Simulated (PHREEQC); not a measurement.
A solution holds 0.046 mol H2SO4, 0.0013 mol Na2B4O7 and 0.021 mol NaCl per kg of water, at 64 °C. Closed to the air; pH follows from the charge balance.

Model: Pitzer model, pitzer.dat, run in PHREEQC.

The ionic strength comes out as 0.0835 mol/kgw. What activity coefficients do Cl-, HSO4-, SO4-2, H+, Na+ get?

Cl- 0.77, HSO4- 0.79, SO4-2 0.29, H+ 0.79, Na+ 0.78. Single-ion values are on the MacInnes scale.

This is a speciation only: nothing precipitates in the calculation. At this temperature some constants are extrapolated from 25 °C, and those without enthalpy data are left unchanged.
